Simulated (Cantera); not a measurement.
Cantera run, input and output.

```python
import numpy as np
import cantera as ct

gas = ct.Solution("gri30.yaml")
gas.TPX = 575, 1000000, {'CH4': 1, 'O2': 3.39, 'N2': 12.7, 'CO2': 4.8}
inlet = ct.Reservoir(gas, clone=True)
gas.equilibrate("HP")  # start burning
reactor = ct.IdealGasConstPressureReactor(gas, energy="on", clone=False)
exhaust = ct.Reservoir(gas, clone=True)
tau = [0.086, 0.03, 0.011, 0.0037, 0.0013, 0.00046, 0.00016, 5.6e-05, 2e-05][0]
for a, b in ((inlet, reactor), (reactor, exhaust)):
    ct.MassFlowController(a, b, mdot=lambda t: reactor.mass / tau)
net = ct.ReactorNet([reactor])
show = ['CH4', 'O2', 'CO2', 'HCO', 'C2H', 'HCN']

rows = []
print(f"{'tau/s':>10s}{'T/K':>9s}" + "".join(f"{s:>11s}" for s in show))
for tau in [0.086, 0.03, 0.011, 0.0037, 0.0013, 0.00046, 0.00016, 5.6e-05, 2e-05]:
    net.initial_time = 0.0
    net.advance(30 * tau)
    before = gas.X
    net.advance(40 * tau)
    drift = np.max(np.abs(gas.X - before) / (gas.X + 1e-9))
    rows.append([gas.T, *gas[show].X, drift])
    print(f"{tau:10.3e}{gas.T:9.1f}" + "".join(f"{x:11.3e}" for x in gas[show].X))
```

Result:

```
     tau/s      T/K        CH4         O2        CO2        HCO        C2H        HCN
 8.600e-02   1500.6  4.045e-05  6.379e-02  2.644e-01  2.842e-09  3.201e-12  8.098e-10
 3.000e-02   1494.0  1.064e-04  6.430e-02  2.635e-01  8.412e-09  9.942e-12  1.610e-09
 1.100e-02   1476.2  2.917e-04  6.568e-02  2.610e-01  2.437e-08  1.855e-11  2.222e-09
 3.700e-03    575.0  4.568e-02  1.549e-01  2.193e-01  1.970e-32  6.525e-46  3.176e-25
 1.300e-03    575.0  4.568e-02  1.549e-01  2.193e-01  7.595e-34  2.569e-47  1.116e-27
 4.600e-04    575.0  4.568e-02  1.549e-01  2.193e-01  9.001e-35  1.005e-49  4.995e-30
 1.600e-04    575.0  4.568e-02  1.549e-01  2.193e-01  1.319e-35  3.765e-52  1.447e-31
 5.600e-05    575.0  4.568e-02  1.549e-01  2.193e-01  2.104e-36  5.843e-54  7.505e-33
 2.000e-05    575.0  4.568e-02  1.549e-01  2.193e-01  2.983e-37  1.280e-55  4.741e-34
```

Computed with Cantera and GRI-Mech 3.0 (53 species, 325 reactions).
